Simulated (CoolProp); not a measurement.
Properties of CH3F (R41) along the isobar 3390 kPa.

Values from CoolProp's reference Helmholtz-energy equation of state, Lemmon 2006. It is a short technical equation, of lower accuracy than the large ones.

```tsv
T (K)	phase	cp (kJ/(kg K))	cv (kJ/(kg K))	speed of sound (m/s)	expansivity (1/kK)
179.7	liquid	2.049	1.314	1185	2.129
203.9	liquid	2.071	1.257	1055	2.430
228.1	liquid	2.140	1.220	917.5	2.898
252.2	liquid	2.285	1.203	770.4	3.706
276.4	liquid	2.618	1.210	602.2	5.516
300.6	gas	2.654	1.237	242.5	13.11
324.7	gas	1.855	1.103	273.3	7.226
348.9	gas	1.629	1.072	294.2	5.287
373.1	gas	1.544	1.081	310.9	4.281
```
